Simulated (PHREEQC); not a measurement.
Solution (63 °C): 0.012 mol Ag2SO4 and 0.00018 mol NaCl per kg of water. Closed to the air; pH follows from the charge balance.

The numbers come from PHREEQC with the ion-association model, wateq4f.dat.

No solid was allowed to form.

Task: Estimate the pH, ionic strength.

Result: pH 6.62; ionic strength 0.0308 mol/kgw.

Task: In which forms is Cl present?

Result: AgCl 94 %, Cl- 5.7 % of the Cl.

Examples of supersaturated solids here: Cerargyrite. Others may be too. Away from 25 °C the constants follow the database's enthalpies or fits; those with neither stay at their 25 °C values.
